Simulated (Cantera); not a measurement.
Adiabatic ignition

An adiabatic, constant-pressure homogeneous reactor starts with 37.1 % CO, 2.04 % H2, 12.2 % O2, 46.0 % N2, 2.63 % H2O, equivalence ratio 1.6, at 1450 K and 4.93 atm.

Model: GRI-Mech 3.0 (53 species, 325 reactions), integrated in Cantera. The hydrogen kinetics of GRI-Mech 3.0 are dated; newer H2 mechanisms differ, most at raised pressure.

| t (s) | T (K) | x CO | x H2 | x O2 | x O | x H2O2 |
|---|---|---|---|---|---|---|
| 6.00e-6 | 1454 | 0.370 | 0.0198 | 0.122 | 0.000324 | 1.42e-6 |
| 1.61e-5 | 2248 | 0.239 | 0.00703 | 0.0367 | 0.0231 | 3.34e-7 |
| 4.32e-5 | 2749 | 0.209 | 0.00561 | 0.0214 | 0.00793 | 1.46e-7 |
| 0.000116 | 2900 | 0.195 | 0.00504 | 0.0142 | 0.00445 | 1.58e-7 |
| 0.000311 | 2900 | 0.195 | 0.00507 | 0.0129 | 0.00405 | 1.52e-7 |
| 0.000834 | 2893 | 0.196 | 0.00513 | 0.0121 | 0.00384 | 1.46e-7 |
| 0.00224 | 2892 | 0.196 | 0.00513 | 0.0120 | 0.00380 | 1.45e-7 |
| 0.00600 | 2892 | 0.196 | 0.00513 | 0.0120 | 0.00380 | 1.45e-7 |
| 0.0161 | 2892 | 0.196 | 0.00513 | 0.0120 | 0.00380 | 1.45e-7 |
| 0.0432 | 2892 | 0.196 | 0.00513 | 0.0120 | 0.00380 | 1.45e-7 |
| 0.116 | 2892 | 0.196 | 0.00513 | 0.0120 | 0.00380 | 1.45e-7 |
| 0.311 | 2892 | 0.196 | 0.00513 | 0.0120 | 0.00380 | 1.45e-7 |
| 0.834 | 2892 | 0.196 | 0.00513 | 0.0120 | 0.00380 | 1.45e-7 |
| 2.24 | 2892 | 0.196 | 0.00513 | 0.0120 | 0.00380 | 1.45e-7 |
| 6.00 | 2892 | 0.196 | 0.00513 | 0.0120 | 0.00380 | 1.45e-7 |
x: mole fraction; the columns are a selection and need not sum to one.

- time of steepest temperature rise = 11.5 µs
- temperature at 6.00 s = 2892 K
- equilibrium temperature = 2892 K
- x(CO) at 6.00 s = 0.196 (gas-phase equilibrium 0.196)
- x(H2) at 6.00 s = 0.00513 (gas-phase equilibrium 0.00513)
- x(O2) at 6.00 s = 0.0120 (gas-phase equilibrium 0.0120)
